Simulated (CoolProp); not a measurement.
Values from CoolProp's reference Helmholtz-energy equation of state, Gao 2016.

Task: For sulfur dioxide, give the phase and the cv (kJ/(kg K)), Joule-Thomson coefficient (K/MPa) at 467.3 K and 20.1 MPa; 376.9 K and 9.86 MPa.

Result: 
- 467.3 K and 20.1 MPa: supercritical; cv 0.773, Joule-Thomson coefficient 1.38
- 376.9 K and 9.86 MPa: liquid; cv 0.793, Joule-Thomson coefficient 0.150
